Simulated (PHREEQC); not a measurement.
A solution holds 0.024 mol HF, 0.026 mol NH4F and 0.016 mol H2SiF6 per kg of water, at 30 °C. Closed to the air; pH follows from the charge balance.

All values are PHREEQC results (ion-association model, phreeqc.dat), not measurements.

```
Quantity                  Result
----------------  --------------
pH                          2.05
ionic strength    0.0525 mol/kgw
density              0.998 g/cm³
total alkalinity     -120 meq/kg
```

```tsv
species	molality	activity	log γ
HF	0.0448	0.0454	0.005
NH4+	0.0260	0.0207	-0.099
SiF6-2	0.0160	0.00727	-0.342
H+	0.0105	0.00894	-0.070
F-	0.00383	0.00309	-0.093
HF2-	0.000682	0.000557	-0.088
NH3	1.84e-9	1.87e-9	0.005
H4SiO4	1.34e-9	1.35e-9	0.005
```

Precipitation was switched off in this run. Complexes and solids missing from the database can't appear. SiF6-2 is the database's only silicon fluoride.
